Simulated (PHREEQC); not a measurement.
Solution (20 °C): 46 mmol/kgw HF, 3.1 mmol/kgw AlCl3 and 2.2 mmol/kgw CuCl2. Closed to the air; pH follows from the charge balance.

Model: ion-association model, phreeqc.dat, run in PHREEQC.

Precipitation was switched off in this run.

Task: Predict the pH.

Result: pH 1.93.

Task: In which forms is Al present?

Result: AlF3 51 %, AlF4- 47 %, AlF2+ 2.3 % of the Al.

Fluoro complexes past AlF4- and FeF3 are missing from the database.
